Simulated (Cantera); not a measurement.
A closed system holds: 1 mol AlN, 15 mol Cl2, 8.6 mol N2, equilibrated at 1450 K.

Cantera equilibrium calculation (NASA polynomials, part measured and part estimated; ideal gas, pure solids and liquids). Candidate condensed phases: Al, AlCl3, AlN; 11 gas species. The tables' values for AlCl2 are old estimates; treat these amounts as uncertain. Kinetics and transport are ignored.

At 1.00 Pa, list the 4 most abundant gas species with their mole fractions, and the condensed phases.

Cl 0.724, N2 0.246, AlCl3 0.0270, Cl2 0.00308. Condensed: gas only.
